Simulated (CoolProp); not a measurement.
A simple Rankine cycle with R134a: condensing at 308.15 K, boiler at 3.34 MPa, turbine inlet 369.5 K, turbine efficiency 0.75, pump efficiency 0.8, no recuperator. Each further row changes one setting.

Model: reference Helmholtz-energy equation of state, Tillner-Roth 1994, in CoolProp.

```json
[
 {"case": "as stated", "thermal efficiency (%)": "8.6", "net work (kJ/kg)": "16.0", "heat in (kJ/kg)": "186", "turbine exit temperature (K)": "309.6", "volume ratio over the turbine": "[?]"},
 {"case": "turbine inlet 389.5 K", "thermal efficiency (%)": "9.2", "net work (kJ/kg)": "20.2", "heat in (kJ/kg)": "[?]", "turbine exit temperature (K)": "[?]", "volume ratio over the turbine": "4.16"},
 {"case": "condensing temperature 300.15 K", "thermal efficiency (%)": "9.8", "net work (kJ/kg)": "19.3", "heat in (kJ/kg)": "197", "turbine exit temperature (K)": "302.1", "volume ratio over the turbine": "5.85"},
 {"case": "boiler pressure 2.34 MPa", "thermal efficiency (%)": "7.2", "net work (kJ/kg)": "15.1", "heat in (kJ/kg)": "210", "turbine exit temperature (K)": "333.6", "volume ratio over the turbine": "2.80"},
 {"case": "turbine efficiency 0.65", "thermal efficiency (%)": "7.3", "net work (kJ/kg)": "13.6", "heat in (kJ/kg)": "186", "turbine exit temperature (K)": "311.9", "volume ratio over the turbine": "4.69"}
]
```

**Question.** Some entries are withheld; supply them.

**Answer.** 
- as stated, volume ratio over the turbine: 4.62
- turbine inlet 389.5 K, heat in (kJ/kg): 220
- turbine inlet 389.5 K, turbine exit temperature (K): 337.9
